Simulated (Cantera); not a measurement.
**Equilibrium for fluorocarbon and chlorocarbon gases: CCl4 + H2**

Feed: 1 mol CCl4, 0.46 mol H2, equilibrated at 0.0670 bar.

These are equilibrium values from Cantera (NASA tables, ideal gas, pure condensed phases), not measurements of a reactor. Candidate condensed phases: C, C6H6, C7H8, C8H18; 91 gas species. The tables' values for CCl are old estimates; treat these amounts as uncertain. Rates play no part.

```csv
T (°C),log p Cl,log p H,log p HCl,log p C3,log p C,n C(graphite)
2950,-1.29,-2.20,-2.27,-2.55,-3.44,0.254
2975,-1.30,-2.18,-2.31,-2.45,-3.35,0.0450
3000,-1.30,-2.16,-2.35,-2.43,-3.29,0
3025,-1.30,-2.14,-2.38,-2.44,-3.24,0
3050,-1.30,-2.12,-2.42,-2.44,-3.19,0
3075,-1.30,-2.10,-2.46,-2.45,-3.14,0
3100,-1.30,-2.09,-2.50,-2.46,-3.09,0
3125,-1.30,-2.08,-2.54,-2.46,-3.04,0
3150,-1.30,-2.06,-2.57,-2.47,-2.99,0
```
log p: log10 of the partial pressure in bar; n: condensed amount in mol.

From 2950 °C to 2975 °C the condensed part is C(graphite). From 3000 °C to 3150 °C nothing is condensed. The main C-bearing gas is C3 throughout.
